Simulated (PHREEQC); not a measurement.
Make-up at 20 °C: 0.073 mol/kgw (NH4)2SO4. Closed to the air; pH follows from the charge balance.

The numbers come from PHREEQC with the ion-association model, phreeqc.dat.

This is a speciation only: nothing precipitates in the calculation.

Estimate the pH, ionic strength, density.

pH 5.48; ionic strength 0.173 mol/kgw; density 1.004 g/cm³.

In which forms is N present?

NH4+ 84 %, NH4SO4- 16 % of the N.
